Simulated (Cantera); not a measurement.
What does this Cantera script print?

```python
import numpy as np
import cantera as ct

gas_names = [...]  # 114 gases of nasa_gas.yaml made of C, Fe, H, O
cond_names = """
    C(gr) C6H6(L) C7H8(L) C8H18(L),n-octa Fe(a) Fe(c) Fe(d) Fe(L) FeC5O5(L) FeO(s) FeO(L) Fe(OH)2(s)
    Fe(OH)3(s) Fe2O3(s) Fe3O4(s) H2O(s) H2O(L)
""".split()


# ... load() reads the species with a 1 bar reference pressure and builds the phases ...
atoms = {
    'Fe(CO)5': {'Fe': 1, 'C': 5, 'O': 5},
    'H2': {'H': 2},
}
top_T = {'C(gr)': 4500, 'Fe2O3(s)': 1830, 'Fe3O4(s)': 1870}  # K; cautious upper limits of use, not melting points


# ... equilibrate(T, P, feed) seeds the gas with the atoms and calls Mixture.equilibrate('TP', solver="vcs", rtol=1e-11, max_steps=5000) ...
results = []
feed = {'Fe(CO)5': 1, 'H2': 1.2}  # mol
P = 10000  # Pa
for T in [948, 998, 1048, 1098, 1148, 1198, 1248, 1298, 1348, 1398, 1448, 1498, 1548, 1598]:
    mix = equilibrate(T, P, feed)
    results.append((T, P, feed, dict(zip(mix.species_names, mix.species_moles))))

top = {s: max(r[3][s] / sum(r[3][g] for g in gas_names) for r in results) for s in gas_names}
cols = sorted((s for s in top if top[s] > 0.001), key=lambda s: -top[s])[:6]
seen = [c for c in cond_names if any(r[3].get(c, 0) > 1e-12 for r in results)]
print("log10 of partial pressures in bar; condensed amounts in mol")
print(f"{'T/K':>10s}" + "".join(f"{s[:9]:>10s}" for s in cols + seen))
for T, P, feed, n in results:
    ng = sum(n[g] for g in gas_names)
    print(f"{T:10.4g}" + "".join(f"{np.log10(max(n[s] / ng * P / 1e5, 1e-99)):10.3f}" for s in cols)
          + "".join(f"{n.get(c, 0):10.4g}" for c in seen))
```

Result:

```
log10 of partial pressures in bar; condensed amounts in mol
       T/K        CO        H2       CO2       H2O     C(gr)     Fe(a)     Fe(c)
       948    -1.154    -1.703    -2.065    -2.871    0.5577         1         0
       998    -1.117    -1.711    -2.462    -3.216    0.2397         1         0
      1048    -1.103    -1.713    -2.859    -3.544    0.1004         1         0
      1098    -1.097    -1.714    -3.234    -3.848    0.0438         1         0
      1148    -1.095    -1.714    -3.581    -4.127   0.02028         1         0
      1198    -1.094    -1.714    -3.900    -4.384  0.009981         0         1
      1248    -1.094    -1.714    -4.193    -4.620  0.005196         0         1
      1298    -1.094    -1.713    -4.463    -4.839  0.002844         0         1
      1348    -1.094    -1.713    -4.713    -5.041  0.001627         0         1
      1398    -1.093    -1.713    -4.944    -5.229 0.0009646         0         1
      1448    -1.093    -1.713    -5.158    -5.403  0.000587         0         1
      1498    -1.093    -1.713    -5.357    -5.566 0.0003593         0         1
      1548    -1.093    -1.713    -5.543    -5.718 0.0002107         0         1
      1598    -1.093    -1.713    -5.717    -5.860 0.0001014         0    0.9999
```

Equilibrium computed with Cantera from the NASA thermochemical tables; the gas is ideal and each condensed phase is pure. Iron dissolves carbon and melts from about 1420 K in contact with it, which pure phases cannot show. Condensed phases not in the tables: cementite and carbon dissolved in iron.
